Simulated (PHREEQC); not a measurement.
Dissolve 0.021 mol/kgw Cd(NO3)2, 0.00011 mol/kgw K2SO4 and 0.0034 mol/kgw Fe(NO3)3 at 70 °C. Closed to the air; pH follows from the charge balance.

All values are PHREEQC results (ion-association model, phreeqc.dat), not measurements.

pH: 2.52
ionic strength: 0.0768 mol/kgw
density: 0.982 g/cm³
total alkalinity: -6.80 meq/kg

```
species     molality  activity   log γ
----------  --------  --------  ------
NO3-          0.0519    0.0393  -0.121
Cd+2          0.0207   0.00762  -0.433
H+           0.00366   0.00301  -0.084
FeOH+2       0.00222  0.000840  -0.422
Fe(OH)2+    0.000515  0.000406  -0.103
CdNO3+      0.000305  0.000238  -0.108
Fe+3        0.000225   3.93e-5  -0.757
K+          0.000220  0.000169  -0.115
Fe2(OH)2+4  0.000204   3.78e-6  -1.732
CdSO4        3.81e-5   3.88e-5   0.008
SO4-2        3.70e-5   1.39e-5  -0.425
FeSO4+       1.82e-5   1.43e-5  -0.106
```

No solid was allowed to form. The solution is supersaturated, for example in Jarosite-K, Hematite (slow to form), so a real one may precipitate; this is no full list. Constants without temperature data keep their 25 °C values here.
